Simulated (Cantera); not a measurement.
An isothermal, constant-pressure homogeneous reactor starts with H₂ : O₂ = 0.031 : 1 (molar parts), at 1250 K and 0.0180 bar.

Detailed kinetics in Cantera: the H2/O2 subset of GRI-Mech 3.0, which has no nitrogen chemistry. Radical loss at walls, strong at low pressure, is not modelled.

x: mole fraction; the columns are a selection and need not sum to one.

```
t (s)         x H₂   x O₂     x H₂O    x H₂O₂     x HO₂       x H
--------  --------  -----  --------  --------  --------  --------
2.00e-6     0.0301  0.970    <1e-12    <1e-12  1.79e-10  1.72e-10
9.28e-6     0.0301  0.970  5.64e-12    <1e-12  8.32e-10  7.04e-10
4.31e-5     0.0301  0.970  4.09e-10    <1e-12   3.87e-9   2.22e-9
0.000200    0.0301  0.970   2.22e-8  8.89e-12   1.80e-8   1.06e-8
0.000928    0.0301  0.970   1.18e-5  2.03e-10   1.14e-7   2.64e-6
0.00431   0.000348  0.945    0.0270   6.84e-8   2.65e-6   0.00288
0.0200    0.000237  0.952    0.0281   6.52e-8   2.34e-6   0.00168
0.0928     7.42e-5  0.964    0.0296         …   1.41e-6  0.000282
0.431      7.40e-6  0.969    0.0303         …   3.59e-7   8.80e-6
2.00       5.56e-7  0.969    0.0305         …   4.82e-8   1.83e-7
```

### Question
Some entries are withheld; supply them.

### Answer

- 0.0928, x H₂O₂: 5.31e-8
- 0.431, x H₂O₂: 2.23e-8
- 2.00, x H₂O₂: 4.70e-9
